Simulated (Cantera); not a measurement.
Input: 1 mol Si, 2.7 mol Br2, held at 21.0 mbar.

Cantera equilibrium calculation (NASA polynomials, part measured and part estimated; ideal gas, pure solids and liquids). Candidate condensed phases: Br2, Si; 9 gas species. Kinetics and transport are ignored.

At 825 °C, list the 3 most abundant gas species with their mole fractions, and the condensed phases.

SiBr4 0.568, Br2 0.363, Br 0.0684. Condensed: gas only.
